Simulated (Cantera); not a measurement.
A perfectly stirred reactor is fed with H2 : O2 = 0.018 : 1 (molar parts), equivalence ratio 0.0090, at 20.0 Torr; it is held at 1300 K, and followed from long to short residence time.

Computed with Cantera and the H2/O2 subset of GRI-Mech 3.0, which has no nitrogen chemistry. Radical loss at walls, strong at low pressure, is not modelled.

### Question
Predict: x(H2) at τ = 0.460 s; x(O2) at τ = 0.460 s; x(H2O2) at τ = 0.460 s; x(H) at τ = 0.460 s; x(OH) at τ = 0.460 s; x(H2) at τ = 16.0 ms; x(O2) at τ = 16.0 ms; x(H2O2) at τ = 16.0 ms; x(H) at τ = 16.0 ms; x(OH) at τ = 16.0 ms.

### Answer
| Quantity | Result |
|---|---|
| x(H2) at τ = 0.460 s | 5.80e-5 |
| x(O2) at τ = 0.460 s | 0.979 |
| x(H2O2) at τ = 0.460 s | 3.33e-8 |
| x(H) at τ = 0.460 s | 7.25e-5 |
| x(OH) at τ = 0.460 s | 0.000772 |
| x(H2) at τ = 16.0 ms | 0.000420 |
| x(O2) at τ = 16.0 ms | 0.971 |
| x(H2O2) at τ = 16.0 ms | 6.11e-8 |
| x(H) at τ = 16.0 ms | 0.000722 |
| x(OH) at τ = 16.0 ms | 0.00178 |
